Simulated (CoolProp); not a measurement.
Vapour-liquid equilibrium of diethyl ether (1) + acetone (2) at 388 kPa; x and y are mole fractions of (1).

Model: multi-fluid Helmholtz-energy mixture model, Thol 2014 and Lemmon 2006; pair parameters Bell 2016, in CoolProp.

```
x      bubble temperature, mixture model (°C)  bubble temperature, Raoult's law (°C)  y, mixture model  y, Raoult's law
-----  --------------------------------------  -------------------------------------  ----------------  ---------------
0.05                                     99.0                                  100.2             0.103            0.085
0.125                                    95.5                                   98.1             0.238            0.202
0.2                                      92.3                                   96.0             0.351            0.308
0.275                                    89.5                                   94.1             0.445            0.404
0.35                                     87.2                                   92.2             0.524            0.492
0.425                                    85.2                                   90.4             0.591            0.572
0.5                                      83.5                                   88.7             0.648            0.645
0.575                                    82.2                                   87.0             0.699            0.712
0.65                                     81.0                                   85.4             0.746            0.773
0.725                                    80.1                                   83.8             0.792            0.829
0.8                                      79.4                                   82.3             0.840            0.881
0.875                                    78.9                                   80.9             0.892            0.929
0.95                                     78.6                                   79.5             0.952            0.973
```

The largest gap from Raoult's law is -5.2 K in bubble temperature, at x = 0.425. No azeotrope shows between x = 0.05 and 0.95.

Pair parameters are fitted to limited data, so mixtures are less certain than the pure fluids.
